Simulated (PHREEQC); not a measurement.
A solution holds 0.003 mol Cu(BF4)2, 0.048 mol H2SO4 and 0.0072 mol Na2SO4 per kg of water, at 20 °C. Closed to the air; pH follows from the charge balance.

Equilibrium calculation in PHREEQC: ion-association model, phreeqc.dat.

pH: 1.31
ionic strength: 0.0959 mol/kgw
density: 1.003 g/cm³
total alkalinity: -114 meq/kg

```
species    molality  activity   log γ
---------  --------  --------  ------
H+           0.0585    0.0484  -0.082
HSO4-        0.0361    0.0284  -0.105
SO4-2        0.0176   0.00670  -0.419
Na+          0.0140    0.0110  -0.103
HF          0.00634   0.00648   0.010
BF4-        0.00420   0.00330  -0.105
Cu+2        0.00196  0.000801  -0.389
H3BO3       0.00155   0.00158   0.010
CuSO4       0.00103   0.00106   0.010
NaSO4-     0.000452  0.000358  -0.101
BF3OH-     0.000216  0.000170  -0.105
F-         0.000127   9.76e-5  -0.116
BF2(OH)2-   3.79e-5   2.98e-5  -0.105
```

This is a speciation only: nothing precipitates in the calculation. Species that the database lacks are ignored. Real BF4- forms and hydrolyses slowly; the run takes it at equilibrium.
